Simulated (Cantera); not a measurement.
A closed system holds: 1 mol Si2H6, 10 mol CO2, equilibrated at 1525 K and 16.0 Pa.

These are equilibrium values from Cantera (NASA tables, ideal gas, pure condensed phases), not measurements of a reactor. Candidate condensed phases: C, C6H6, C7H8, C8H18, H2O, Si, SiC, SiO2; 123 gas species. The feed counts by its element totals alone. The tables hold silica as quartz up to 1696 K and as liquid above; real silica turns to tridymite and cristobalite and melts near 1996 K. Equilibrium is a limit: real reactors are often held back by kinetics, nucleation or transport.

Base state: CO 0.457, CO2 0.312, H2O 0.149, H2 0.0812, H 0.000533, OH 3.04e-5, SiO 1.19e-5 (mole fractions); condensed: SiO2(β-quartz).

Task: What changes in the equilibrium state with this change: CO2 from 10 to 0.16 mol?

Result: 
```json
[
 {"species": "H2", "before": "0.0812", "after": "0.902"},
 {"species": "SiO", "before": "1.19e-5", "after": "0.0935"},
 {"species": "CO", "before": "0.457", "after": "0.00277"},
 {"species": "CO2", "before": "0.312", "after": "<1e-9"},
 {"species": "H2O", "before": "0.149", "after": "7.17e-8"},
 {"species": "Si", "before": "<1e-9", "after": "0.000118"},
 {"species": "OH", "before": "3.04e-5", "after": "<1e-9"},
 {"species": "H", "before": "0.000533", "after": "0.00178"},
 {"species": "SiO2(β-quartz), mol", "before": "2.00", "after": "0"},
 {"species": "Si(s), mol", "before": "0", "after": "1.54"},
 {"species": "SiC(s), mol", "before": "0", "after": "0.151"}
]
```
Mutual solubility and eutectic melting of coexisting phases are not modelled.
